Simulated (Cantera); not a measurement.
A closed system holds: 1 mol Fe2O3, a varied amount of Cl2, 1 mol O2, held at 1523.15 K and 10.0 mbar.

These are equilibrium values from Cantera (NASA tables, ideal gas, pure condensed phases), not measurements of a reactor. Candidate condensed phases: Fe, FeCl2, FeCl3, FeO, Fe2O3, Fe3O4; 13 gas species. Equilibrium is a limit: real reactors are often held back by kinetics, nucleation or transport.

x: gas mole fraction; nothing condenses.

```json
[
 {"n(Cl2) (mol)": "2.5", "x O2": "0.476", "x Cl": "0.115", "x Cl2": "0.0285", "x FeCl2": "0.362", "x FeCl3": "0.0181", "x ClO": "0.000189", "x Fe2Cl4": "4.37e-5"},
 {"n(Cl2) (mol)": "4.7", "x O2": "0.303", "x Cl": "0.283", "x Cl2": "0.172", "x FeCl2": "0.216", "x FeCl3": "0.0264", "x ClO": "0.000371", "x Fe2Cl4": "1.55e-5"},
 {"n(Cl2) (mol)": "6.9", "x O2": "0.223", "x Cl": "0.343", "x Cl2": "0.254", "x FeCl2": "0.156", "x FeCl3": "0.0232", "x ClO": "0.000388", "x Fe2Cl4": "8.04e-6"},
 {"n(Cl2) (mol)": "9", "x O2": "0.179", "x Cl": "0.375", "x Cl2": "0.303", "x FeCl2": "0.123", "x FeCl3": "0.0200", "x ClO": "0.000378", "x Fe2Cl4": "5.04e-6"},
 {"n(Cl2) (mol)": "11", "x O2": "0.150", "x Cl": "0.394", "x Cl2": "0.335", "x FeCl2": "0.103", "x FeCl3": "0.0176", "x ClO": "0.000365", "x Fe2Cl4": "3.51e-6"},
 {"n(Cl2) (mol)": "13", "x O2": "0.129", "x Cl": "0.408", "x Cl2": "0.359", "x FeCl2": "0.0881", "x FeCl3": "0.0156", "x ClO": "0.000351", "x Fe2Cl4": "2.58e-6"},
 {"n(Cl2) (mol)": "16", "x O2": "(withheld)", "x Cl": "0.422", "x Cl2": "0.384", "x FeCl2": "(withheld)", "x FeCl3": "(withheld)", "x ClO": "0.000330", "x Fe2Cl4": "(withheld)"},
 {"n(Cl2) (mol)": "18", "x O2": "(withheld)", "x Cl": "0.429", "x Cl2": "0.397", "x FeCl2": "(withheld)", "x FeCl3": "(withheld)", "x ClO": "0.000318", "x Fe2Cl4": "(withheld)"},
 {"n(Cl2) (mol)": "20", "x O2": "0.0874", "x Cl": "0.435", "x Cl2": "0.407", "x FeCl2": "0.0589", "x FeCl3": "0.0111", "x ClO": "0.000307", "x Fe2Cl4": "1.16e-6"},
 {"n(Cl2) (mol)": "22", "x O2": "0.0800", "x Cl": "0.439", "x Cl2": "0.416", "x FeCl2": "0.0539", "x FeCl3": "0.0103", "x ClO": "0.000297", "x Fe2Cl4": "9.65e-7"},
 {"n(Cl2) (mol)": "24", "x O2": "0.0737", "x Cl": "0.443", "x Cl2": "0.424", "x FeCl2": "0.0496", "x FeCl3": "0.00953", "x ClO": "0.000287", "x Fe2Cl4": "8.17e-7"},
 {"n(Cl2) (mol)": "26", "x O2": "0.0684", "x Cl": "0.447", "x Cl2": "0.430", "x FeCl2": "0.0459", "x FeCl3": "0.00889", "x ClO": "0.000279", "x Fe2Cl4": "7.01e-7"}
]
```

Question: Fill in the missing entries.

Answer: 
- 18, x O2: 0.0964
- 18, x FeCl2: 0.0651
- 18, x FeCl3: 0.0121
- 18, x Fe2Cl4: 1.41e-6
- 16, x O2: 0.107
- 16, x FeCl2: 0.0727
- 16, x FeCl3: 0.0133
- 16, x Fe2Cl4: 1.76e-6
